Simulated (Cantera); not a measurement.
**Ignition delay**

Mixture: 14.1 % CO, 11.9 % H2, 1.84 % CH4, 15.1 % O2, 57.0 % N2, equivalence ratio 1.1, at 16.0 bar, adiabatic and at constant pressure. Ignition delay is the time to a rise of 400 K.

Model: GRI-Mech 3.0 (53 species, 325 reactions), integrated in Cantera. The pressure lies above the range GRI-Mech 3.0 was tuned for (to about 10 atm).

| T0 (K) | delay (ms) |
|---|---|
| 1275 | 0.0184 |
| 1375 | 0.00565 |
| 1475 | 0.00265 |
| 1575 | 0.00158 |
| 1675 | 0.00107 |
| 1775 | 0.000789 |
| 1875 | 0.000612 |

```json
{
  "apparent activation energy between 1675 and 1875 K": "73 kJ/mol"
}
```
